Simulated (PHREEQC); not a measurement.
Consider water at 40 °C with 0.0038 mol/kgw HF, 0.00011 mol/kgw CsF, 0.00058 mol/kgw H4SiO4 and 0.0022 mol/kgw HCl. Closed to the air; pH follows from the charge balance.

The numbers come from PHREEQC with the ion-association model, wateq4f.dat.

```csv
quantity,before,after
pH,2.57,3.42
ionic strength (mol/kgw),0.00313,0.00444
HF (mol/kgw),0.00254,0.00128
F- (mol/kgw),0.000504,0.00185
H2F2 (mol/kgw),9.65e-6,2.44e-6
HF2- (mol/kgw),5.37e-6,9.93e-6
```

### Question
Which change was made?
A. 0.00023 mol/kgw Rb2SO4 added
B. temperature from 40 to 80 °C
C. H4SiO4 from 0.00058 to 0.00087 mol/kgw
D. H4SiO4 left out
E. HF replaced by (CH3)4NF at the same molality

### Answer
E, HF replaced by (CH3)4NF at the same molality

Precipitation was switched off in this run. Some of these states are supersaturated (in Quartz (slow to form), for instance). (CH3)4N+ isn't in the database: it is added as a free cation with an ion size of 4 Å. Constants without temperature data keep their 25 °C values here. SiF6-2 is the database's only silicon fluoride.
